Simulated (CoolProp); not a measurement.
Vapour-liquid equilibrium of propylene (1) + R114 (2) at 307.3 K; x and y are mole fractions of (1).

Computed with CoolProp (multi-fluid Helmholtz-energy mixture model, Lemmon 2013 and Platzer 1990; pair parameters Bell 2016). This equation is an older, rougher fit; its heat capacities, sound speeds and derivatives of the liquid may be far off and weren't checked against measurements.

```csv
x,bubble pressure (kPa),y at the bubble point,dew pressure at overall composition x (kPa),liquid density (mol/L)
0.05,356.2,0.222,298.4,8.465
0.15,(withheld),0.478,329.6,8.716
0.25,633.9,0.620,367.9,8.976
0.35,760.2,0.709,415.8,9.248
0.45,(withheld),(withheld),477.5,(withheld)
0.55,983.7,0.821,559.3,9.839
0.65,1085,0.862,(withheld),10.17
0.75,(withheld),0.900,832.1,10.53
0.85,1284,0.938,1055,10.93
0.95,(withheld),0.978,1316,11.39
```

Problem. Fill in the missing entries.

Solution. 
- 0.15, bubble pressure (kPa): 498.1
- 0.45, bubble pressure (kPa): 876.3
- 0.45, y at the bubble point: 0.772
- 0.45, liquid density (mol/L): 9.534
- 0.65, dew pressure at overall composition x (kPa): 672.1
- 0.75, bubble pressure (kPa): 1184
- 0.95, bubble pressure (kPa): 1387

No azeotrope shows between x = 0.05 and 0.95.

The pair parameters rest on a limited set of measurements; away from them the model extrapolates.
